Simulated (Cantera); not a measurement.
An isothermal, constant-pressure homogeneous reactor starts with 1.76 % CO, 0.235 % O₂, 0.235 % H₂O, 97.8 % N₂, equivalence ratio 3.8, at 1073 K and 2.80 bar.

Detailed kinetics in Cantera: GRI-Mech 3.0 (53 species, 325 reactions).

**Question.** Predict: x(CO) at 2.00 s; x(O₂) at 2.00 s; x(H₂O) at 2.00 s; x(NO) at 2.00 s; x(CO₂) at 2.00 s; x(H) at 2.00 s.

**Answer.** x(CO) at 2.00 s: 0.0124 (gas-phase equilibrium 0.0114)
x(O₂) at 2.00 s: 2.34e-8 (gas-phase equilibrium <1e-12)
x(H₂O) at 2.00 s: 0.00180 (gas-phase equilibrium 0.000793)
x(NO) at 2.00 s: 4.69e-9 (gas-phase equilibrium <1e-12)
x(CO₂) at 2.00 s: 0.00526 (gas-phase equilibrium 0.00626)
x(H) at 2.00 s: 1.57e-7 (gas-phase equilibrium 3.33e-10)
